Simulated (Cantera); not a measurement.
A perfectly stirred reactor is fed with CH4 : CO : O2 : N2 = 1 : 0.75 : 3.83 : 14.4 (molar parts), equivalence ratio 0.62, at 4.93 atm; it is adiabatic with a 398 K inlet, and is followed from long to short residence time, starting on the burning branch (τ in s: 0.21, 0.058, 0.017, 0.0047, 0.0013, 0.00037, 0.0001, 3e-05, 8.4e-06).

Computed with Cantera and GRI-Mech 3.0 (53 species, 325 reactions).

Q: What does this change do: N2 14.4 to 21 parts?

A: 
| quantity | before | after |
|---|---|---|
| blow-out, bracketed by the residence times tried | burning at 0.370 ms, out at 0.100 ms | burning at 4.70 ms, out at 1.30 ms |
| x(CH4) at τ = 0.210 s | 2.30e-6 | 9.52e-6 |
| x(CO) at τ = 0.210 s | 0.000115 | 0.000183 |
| x(O2) at τ = 0.210 s | 0.0741 | 0.0556 |
| x(H) at τ = 0.210 s | 1.31e-6 | 4.21e-7 |
| x(HO2) at τ = 0.210 s | 1.15e-6 | 1.55e-6 |
| x(CH4) at τ = 1.30 ms | 8.84e-5 | 0.0376 |
| x(CO) at τ = 1.30 ms | 0.00343 | 0.0282 |
| x(O2) at τ = 1.30 ms | 0.0755 | 0.144 |
| x(H) at τ = 1.30 ms | 7.33e-5 | <1e-12 |
| x(HO2) at τ = 1.30 ms | 1.40e-5 | <1e-12 |

Q: What does this change do: pressure from 4.93 atm to 0.237 atm?

A: 
```csv
quantity,before,after
"blow-out, bracketed by the residence times tried","burning at 0.370 ms, out at 0.100 ms","burning at 1.30 ms, out at 0.370 ms"
x(CH4) at τ = 0.210 s,2.30e-6,6.45e-6
x(CO) at τ = 0.210 s,0.000115,0.00178
x(O2) at τ = 0.210 s,0.0741,0.0742
x(H) at τ = 0.210 s,1.31e-6,0.000182
x(HO2) at τ = 0.210 s,1.15e-6,1.16e-6
x(CH4) at τ = 1.30 ms,8.84e-5,0.000334
x(CO) at τ = 1.30 ms,0.00343,0.0216
x(O2) at τ = 1.30 ms,0.0755,0.0834
x(H) at τ = 1.30 ms,7.33e-5,0.00673
x(HO2) at τ = 1.30 ms,1.40e-5,1.20e-5
```

Q: What does this change do: inlet temperature 398 to 575 K?

A: 
```json
[
 {"quantity": "blow-out, bracketed by the residence times tried", "before": "burning at 0.370 ms, out at 0.100 ms", "after": "burning at 0.100 ms, out at 30.0 µs"},
 {"quantity": "x(CH4) at τ = 0.210 s", "before": "2.30e-6", "after": "1.05e-6"},
 {"quantity": "x(CO) at τ = 0.210 s", "before": "0.000115", "after": "0.000196"},
 {"quantity": "x(O2) at τ = 0.210 s", "before": "0.0741", "after": "0.0739"},
 {"quantity": "x(H) at τ = 0.210 s", "before": "1.31e-6", "after": "4.32e-6"},
 {"quantity": "x(HO2) at τ = 0.210 s", "before": "1.15e-6", "after": "1.80e-6"},
 {"quantity": "x(CH4) at τ = 1.30 ms", "before": "8.84e-5", "after": "5.54e-5"},
 {"quantity": "x(CO) at τ = 1.30 ms", "before": "0.00343", "after": "0.00303"},
 {"quantity": "x(O2) at τ = 1.30 ms", "before": "0.0755", "after": "0.0750"},
 {"quantity": "x(H) at τ = 1.30 ms", "before": "7.33e-5", "after": "9.18e-5"},
 {"quantity": "x(HO2) at τ = 1.30 ms", "before": "1.40e-5", "after": "9.02e-6"}
]
```
